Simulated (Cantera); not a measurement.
An adiabatic, constant-pressure homogeneous reactor starts with CO : H₂ : CH₄ : O₂ : N₂ : H₂O = 1 : 0.16 : 0.22 : 1.2 : 4.51 : 0.22 (molar parts), equivalence ratio 0.85, at 1400 K and 100000 Pa. Integrator tolerance rtol = 1e-08.

Computed with Cantera and GRI-Mech 3.0 (53 species, 325 reactions).

Problem. What does this change do: initial temperature 1400 to 1125 K?

Solution. 
```
quantity                                                              before                                      after
---------------------------------  -----------------------------------------  -----------------------------------------
time of steepest temperature rise                                   0.194 ms                                    1.49 ms
temperature at 0.800 s                                                2643 K                                     2542 K
equilibrium temperature                                               2643 K                                     2542 K
x(CO) at 0.800 s                       0.0476 (gas-phase equilibrium 0.0476)      0.0343 (gas-phase equilibrium 0.0343)
x(H₂) at 0.800 s                     0.00583 (gas-phase equilibrium 0.00583)    0.00413 (gas-phase equilibrium 0.00413)
x(CH₄) at 0.800 s                      <1e-12 (gas-phase equilibrium <1e-12)      <1e-12 (gas-phase equilibrium <1e-12)
x(N₂O) at 0.800 s                    5.84e-7 (gas-phase equilibrium 5.84e-7)    4.74e-7 (gas-phase equilibrium 4.74e-7)
x(CH₂O) at 0.800 s                 1.11e-10 (gas-phase equilibrium 1.11e-10)  5.68e-11 (gas-phase equilibrium 5.68e-11)
```

Problem. What does this change do: pressure from 100000 Pa to 58000 Pa?

Solution. 
| quantity | before | after |
|---|---|---|
| time of steepest temperature rise | 0.194 ms | 0.302 ms |
| temperature at 0.800 s | 2643 K | 2607 K |
| equilibrium temperature | 2643 K | 2607 K |
| x(CO) at 0.800 s | 0.0476 (gas-phase equilibrium 0.0476) | 0.0504 (gas-phase equilibrium 0.0504) |
| x(H₂) at 0.800 s | 0.00583 (gas-phase equilibrium 0.00583) | 0.00634 (gas-phase equilibrium 0.00634) |
| x(CH₄) at 0.800 s | <1e-12 (gas-phase equilibrium <1e-12) | <1e-12 (gas-phase equilibrium <1e-12) |
| x(N₂O) at 0.800 s | 5.84e-7 (gas-phase equilibrium 5.84e-7) | 4.27e-7 (gas-phase equilibrium 4.27e-7) |
| x(CH₂O) at 0.800 s | 1.11e-10 (gas-phase equilibrium 1.11e-10) | 7.44e-11 (gas-phase equilibrium 7.44e-11) |
